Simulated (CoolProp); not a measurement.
C3F8 (R218) along the isobar 14100 kPa: fugacity coefficient from the reference equation and from simpler models built on Tc = 345.0 K, pc = 2640 kPa, ω = 0.317; each cubic takes its own stable root.

Values from CoolProp's reference Helmholtz-energy equation of state, Lemmon 2006. It is a short technical equation, of lower accuracy than the large ones.

| T (K) | phase | reference | Soave-Redlich-Kwong | Peng-Robinson |
|---|---|---|---|---|
| 303.4 | liquid | 0.1153 | 0.1221 | 0.1095 |
| 318.5 | liquid | ___ | 0.1645 | 0.1477 |
| 333.7 | liquid | ___ | 0.2134 | 0.1917 |
| 348.9 | supercritical | 0.2505 | ___ | 0.2404 |
| 364.1 | supercritical | 0.3038 | ___ | 0.2926 |
| 379.3 | supercritical | ___ | 0.3843 | 0.3468 |
| 394.5 | supercritical | 0.4150 | 0.4443 | 0.4017 |
| 409.6 | supercritical | 0.4699 | ___ | 0.4558 |
| 424.8 | supercritical | 0.5237 | 0.5607 | 0.5088 |
| 440 | supercritical | ___ | 0.6154 | 0.5595 |

Question: What belongs in the gaps?

Answer: 
- 318.5, reference: 0.1550
- 333.7, reference: 0.2005
- 348.9, Soave-Redlich-Kwong: 0.2673
- 364.1, Soave-Redlich-Kwong: 0.3247
- 379.3, reference: 0.3591
- 409.6, Soave-Redlich-Kwong: 0.5033
- 440, reference: 0.5750
